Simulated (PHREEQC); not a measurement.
0.05 mol of Fluorite (CaF2) is brought to equilibrium with 1 kg of water holding 100 mmol/kgw NaCl, at 20 °C, the pH being set by adding NaOH or HCl. Oxygen is held at 0.21 atm. CO2 from the air is kept out. Solids allowed: Fluorite. Others were left out.

Equilibrium calculation in PHREEQC: ion-association model, wateq4f.dat.

| pH | dissolved Ca (mol/kgw) | dissolved F (mol/kgw) | HF (mol/kgw) |
|---|---|---|---|
| 3 | 0.000468 | 0.000937 | 0.000464 |
| 3.75 | 0.000329 | 0.000658 | … |
| 4.5 | 0.000301 | 0.000602 | … |
| 5.25 | 0.000296 | 0.000592 | 3.27e-6 |
| 6 | 0.000295 | 0.000590 | … |
| 6.75 | 0.000295 | 0.000590 | 1.04e-7 |
| 7.5 | 0.000295 | 0.000590 | … |
| 8.25 | 0.000295 | 0.000590 | … |
| 9 | 0.000295 | 0.000590 | … |
| 9.75 | 0.000295 | 0.000590 | 1.04e-10 |
| 10.5 | 0.000295 | 0.000591 | … |
| 11.25 | 0.000297 | 0.000595 | … |
| 12 | 0.000307 | 0.000615 | 6.00e-13 |

Complete the blanks.


- 3.75, HF (mol/kgw): 9.82e-5
- 4.5, HF (mol/kgw): 1.82e-5
- 6, HF (mol/kgw): 5.83e-7
- 7.5, HF (mol/kgw): 1.84e-8
- 8.25, HF (mol/kgw): 3.28e-9
- 9, HF (mol/kgw): 5.83e-10
- 10.5, HF (mol/kgw): 1.85e-11
- 11.25, HF (mol/kgw): 3.30e-12
